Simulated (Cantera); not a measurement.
Input: 1 mol HgO, 0.67 mol N₂, held at 925 °C and 1000 Pa.

These are equilibrium values from Cantera (NASA tables, ideal gas, pure condensed phases), not measurements of a reactor. Candidate condensed phases: Hg, HgO; 10 gas species. The numbers say what is thermodynamically allowed, not how fast it happens.

What is the equilibrium state?


- x(Hg) = 0.461
- x(N₂) = 0.309
- x(O₂) = 0.230
- x(NO) = 0.000126
- gas amount = 2.170 mol
- log10 activity of Hg(l) (absent) = -4.61
